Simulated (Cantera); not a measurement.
What does this Cantera script print?

```python
import numpy as np
import cantera as ct

gas_names = """
    CL CL2 H HCL H2 N NH NH2 NH3 N2 N2H2 N2H4 Si SiCL SiCL2 SiCL3 SiCL4 SiH SiHCL3 SiH2 SiH2CL2 SiH3
    SiH3CL SiH4 SiN Si2 Si2N Si3
""".split()
cond_names = """
    NH4CL(a) NH4CL(b) Si(cr) Si(L) Si3N4(a)
""".split()


# ... load() reads the species with a 1 bar reference pressure and builds the phases ...
atoms = {
    'SiHCl3': {'Si': 1, 'H': 1, 'CL': 3},
    'NH3': {'N': 1, 'H': 3},
    'N2': {'N': 2},
}
top_T = {'Si3N4(a)': 2400}  # K; cautious upper limits of use, not melting points


# ... equilibrate(T, P, feed) seeds the gas with the atoms and calls Mixture.equilibrate('TP', solver="vcs", rtol=1e-11, max_steps=5000) ...
results = []
T = 948.15  # K
P = 1000  # Pa
for m in [2.1, 3.8, 7.1, 13, 24, 45, 83]:
    feed = {'SiHCl3': 1, 'NH3': 0.12, 'N2': m}  # mol
    mix = equilibrate(T, P, feed)
    results.append((T, P, feed, dict(zip(mix.species_names, mix.species_moles))))
    x = sorted(zip(gas.X, gas.species_names), reverse=True)
    print(f"T = {T:g} K  P = {P:g} Pa  n(N2) = {m:g} mol  gas = {mix.phase_moles(0):.4g} mol")
    print("   x: " + "  ".join(f"{s} {v:.3e}" for v, s in x if v > 0.001))
    print("   condensed (mol): " + ("  ".join(f"{mix.phase(i).name} {mix.phase_moles(i):.4g}"
          for i in range(1, mix.n_phases) if mix.phase_moles(i) > 1e-12) or "none"))
```

Output:

```
T = 948.15 K  P = 1000 Pa  n(N2) = 2.1 mol  gas = 3.5 mol
   x: N2 5.258e-01  HCL 2.625e-01  SiCL4 1.485e-01  H2 6.296e-02
   condensed (mol): Si3N4(a) 0.1598
T = 948.15 K  P = 1000 Pa  n(N2) = 3.8 mol  gas = 5.205 mol
   x: N2 6.783e-01  HCL 1.879e-01  SiCL4 9.703e-02  H2 3.666e-02
   condensed (mol): Si3N4(a) 0.1648
T = 948.15 K  P = 1000 Pa  n(N2) = 7.1 mol  gas = 8.51 mol
   x: N2 8.015e-01  HCL 1.219e-01  SiCL4 5.761e-02  H2 1.894e-02
   condensed (mol): Si3N4(a) 0.1697
T = 948.15 K  P = 1000 Pa  n(N2) = 13 mol  gas = 14.41 mol
   x: N2 8.819e-01  HCL 7.567e-02  SiCL4 3.309e-02  H2 9.329e-03
   condensed (mol): Si3N4(a) 0.1742
T = 948.15 K  P = 1000 Pa  n(N2) = 24 mol  gas = 25.42 mol
   x: N2 9.325e-01  HCL 4.484e-02  SiCL4 1.828e-02  H2 4.326e-03
   condensed (mol): Si3N4(a) 0.1783
T = 948.15 K  P = 1000 Pa  n(N2) = 45 mol  gas = 46.42 mol
   x: N2 9.628e-01  HCL 2.551e-02  SiCL4 9.772e-03  H2 1.894e-03
   condensed (mol): Si3N4(a) 0.182
T = 948.15 K  P = 1000 Pa  n(N2) = 83 mol  gas = 84.43 mol
   x: N2 9.794e-01  HCL 1.446e-02  SiCL4 5.265e-03
   condensed (mol): Si3N4(a) 0.185
```

These are equilibrium values from Cantera (NASA tables, ideal gas, pure condensed phases), not measurements of a reactor. The tables' values for SiCl3 are old estimates; treat these amounts as uncertain.
